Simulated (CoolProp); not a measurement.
Vapour-liquid equilibrium of cyclohexane (1) + toluene (2) at 374.6 K; x and y are mole fractions of (1).

Computed with CoolProp (multi-fluid Helmholtz-energy mixture model, Zhou 2014 and Lemmon 2006; pair parameters Bell 2016).

| x | bubble pressure, mixture model (bar) | bubble pressure, Raoult's law (bar) | y, mixture model | y, Raoult's law |
|---|---|---|---|---|
| 0.05 | 0.8511 | 0.8277 | 0.131 | 0.110 |
| 0.125 | 0.9575 | 0.9057 | 0.283 | 0.251 |
| 0.2 | 1.056 | 0.9837 | 0.399 | 0.369 |
| 0.275 | 1.148 | 1.062 | 0.493 | 0.470 |
| 0.35 | 1.234 | 1.140 | 0.570 | 0.558 |
| 0.425 | 1.314 | 1.218 | 0.636 | 0.634 |
| 0.5 | 1.389 | 1.296 | 0.694 | 0.701 |
| 0.575 | 1.460 | 1.374 | 0.746 | 0.760 |
| 0.65 | 1.528 | 1.452 | 0.794 | 0.813 |
| 0.725 | 1.593 | 1.530 | 0.839 | 0.861 |
| 0.8 | 1.656 | 1.608 | 0.883 | 0.904 |
| 0.875 | 1.717 | 1.686 | 0.927 | 0.942 |
| 0.95 | 1.777 | 1.764 | 0.970 | 0.978 |

The largest gap from Raoult's law is +8.2 % in bubble pressure, at x = 0.35. No azeotrope shows between x = 0.05 and 0.95.

The pair parameters rest on a limited set of measurements; away from them the model extrapolates.
